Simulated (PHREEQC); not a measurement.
0.012 g of hydrous ferric oxide (600 m²/g; 0.2 weak and 0.005 strong sites per Fe, Dzombak-Morel constants, diffuse double layer) in 1 kg of water with 0.1 mol/kgw of an inert sodium salt and 0.00015 mmol/kgw NaH2PO4 and 0.00013 mmol/kgw CaCl2, at 25 °C; the pH is set by adding NaOH or the inert anion's acid. Oxygen is held at 0.21 atm. No CO2 enters from the air. Nothing may precipitate in this run.

The series has 13 steps of pH, from 3 to 9.

Computed with PHREEQC (ion-association model, wateq4f.dat).

Problem. Near which pH is half of the P sorbed, and on which side is more sorbed?

Solution. Near pH 8.3, with more sorbed at lower pH.

H3PO4, which wateq4f.dat lacks, is added to it with the constant of phreeqc.dat. The oxide is taken as insoluble; below pH 4 it would dissolve.
